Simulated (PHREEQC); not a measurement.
City or well water (model solution)

Model water analysis in mmol/kgw, 25 °C, pH 6.47, pe 10.5: Na 0.92; K 0.00332; Ca 0.418; Mg 0.000763; Cl 0.0554; S(6) 0.00095; Alkalinity (meq/kgw) 1.72; B 0.00322.

Valence states are taken as typed.

Model: ion-association model, phreeqc.dat, run in PHREEQC.

Precipitation was switched off in this run.

**Question.** Estimate the specific conductance, charge-balance error.

**Answer.** specific conductance 167 µS/cm; charge-balance error -0.5 %.

**Question.** In which forms is Ca present?

**Answer.** Ca+2 98 %, CaHCO3+ 1.8 % of the Ca.
